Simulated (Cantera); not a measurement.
A Cantera script and what it prints.

```python
import numpy as np
import cantera as ct

gas_names = [...]  # 123 gases of nasa_gas.yaml made of C, H, O, Si
cond_names = """
    C(gr) C6H6(L) C7H8(L) C8H18(L),n-octa H2O(s) H2O(L) Si(cr) Si(L) SiC(b) SiO2(Lqz) SiO2(hqz) SiO2(L)
""".split()


# ... load() reads the species with a 1 bar reference pressure and builds the phases ...
atoms = {
    'SiC': {'Si': 1, 'C': 1},
    'O2': {'O': 2},
    'H2': {'H': 2},
}
top_T = {'C(gr)': 4500, 'SiC(b)': 3050}  # K; cautious upper limits of use, not melting points


# ... equilibrate(T, P, feed) seeds the gas with the atoms and calls Mixture.equilibrate('TP', solver="vcs", rtol=1e-11, max_steps=5000) ...
results = []
T = 1398.15  # K
P = 2.1  # Pa
for m in [0.0011, 0.0014, 0.0017, 0.0021, 0.0027, 0.0033, 0.0041, 0.0052, 0.0064, 0.008, 0.01, 0.012]:
    feed = {'SiC': 1, 'O2': m, 'H2': 1}  # mol
    mix = equilibrate(T, P, feed)
    results.append((T, P, feed, dict(zip(mix.species_names, mix.species_moles))))
    x = sorted(zip(gas.X, gas.species_names), reverse=True)
    print(f"T = {T:g} K  P = {P:g} Pa  n(O2) = {m:g} mol  gas = {mix.phase_moles(0):.4g} mol")
    print("   x: " + "  ".join(f"{s} {v:.3e}" for v, s in x if v > 0.0001))
    print("   condensed (mol): " + ("  ".join(f"{mix.phase(i).name} {mix.phase_moles(i):.4g}"
          for i in range(1, mix.n_phases) if mix.phase_moles(i) > 1e-12) or "none"))
```

It prints:

```
T = 1398.15 K  P = 2.1 Pa  n(O2) = 0.0011 mol  gas = 1.003 mol
   x: H2 9.968e-01  CO 1.100e-03  SiO 1.094e-03  H 1.033e-03
   condensed (mol): SiC(b) 0.9989
T = 1398.15 K  P = 2.1 Pa  n(O2) = 0.0014 mol  gas = 1.003 mol
   x: H2 9.962e-01  CO 1.398e-03  SiO 1.393e-03  H 1.033e-03
   condensed (mol): SiC(b) 0.9986
T = 1398.15 K  P = 2.1 Pa  n(O2) = 0.0017 mol  gas = 1.004 mol
   x: H2 9.956e-01  CO 1.696e-03  SiO 1.691e-03  H 1.032e-03
   condensed (mol): SiC(b) 0.9983
T = 1398.15 K  P = 2.1 Pa  n(O2) = 0.0021 mol  gas = 1.005 mol
   x: H2 9.948e-01  CO 2.093e-03  SiO 2.088e-03  H 1.032e-03
   condensed (mol): SiC(b) 0.9979
T = 1398.15 K  P = 2.1 Pa  n(O2) = 0.0027 mol  gas = 1.006 mol
   x: H2 9.936e-01  CO 2.687e-03  SiO 2.682e-03  H 1.031e-03
   condensed (mol): SiC(b) 0.9973
T = 1398.15 K  P = 2.1 Pa  n(O2) = 0.0033 mol  gas = 1.007 mol
   x: H2 9.924e-01  CO 3.279e-03  SiO 3.274e-03  H 1.031e-03
   condensed (mol): SiC(b) 0.9967
T = 1398.15 K  P = 2.1 Pa  n(O2) = 0.0041 mol  gas = 1.009 mol
   x: H2 9.908e-01  CO 4.067e-03  SiO 4.062e-03  H 1.030e-03
   condensed (mol): SiC(b) 0.9959
T = 1398.15 K  P = 2.1 Pa  n(O2) = 0.0052 mol  gas = 1.011 mol
   x: H2 9.887e-01  CO 5.146e-03  SiO 5.141e-03  H 1.029e-03
   condensed (mol): SiC(b) 0.9948
T = 1398.15 K  P = 2.1 Pa  n(O2) = 0.0064 mol  gas = 1.013 mol
   x: H2 9.863e-01  CO 6.318e-03  SiO 6.313e-03  H 1.028e-03
   condensed (mol): SiC(b) 0.9936
T = 1398.15 K  P = 2.1 Pa  n(O2) = 0.008 mol  gas = 1.017 mol
   x: H2 9.832e-01  CO 7.873e-03  SiO 7.867e-03  H 1.026e-03
   condensed (mol): SiC(b) 0.992
T = 1398.15 K  P = 2.1 Pa  n(O2) = 0.01 mol  gas = 1.021 mol
   x: H2 9.794e-01  CO 9.801e-03  SiO 9.796e-03  H 1.024e-03
   condensed (mol): SiC(b) 0.99
T = 1398.15 K  P = 2.1 Pa  n(O2) = 0.012 mol  gas = 1.025 mol
   x: H2 9.755e-01  CO 1.172e-02  SiO 1.171e-02  H 1.022e-03
   condensed (mol): SiC(b) 0.988
```

Equilibrium computed with Cantera from the NASA thermochemical tables; the gas is ideal and each condensed phase is pure.
